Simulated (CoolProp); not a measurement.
The numbers come from the reference Helmholtz-energy equation of state, Lemmon 2005 in CoolProp. It is a short technical equation, of lower accuracy than the large ones.

Q: Give the vapour pressure (kPa), vapour density (kg/m³), enthalpy of vaporisation (kJ/kg), surface tension (mN/m) of saturated cis-2-butene at 350.9, 366.8 K.

A: 
| T (K) | p (kPa) | vapour density (kg/m³) | enthalpy of vaporisation (kJ/kg) | surface tension (mN/m) |
|---|---|---|---|---|
| 350.9 | 884 | 20.6 | 327 | 7.69 |
| 366.8 | 1250 | 29.5 | 302 | 5.93 |

Surface tension comes from a separate correlation (Mulero 2014).
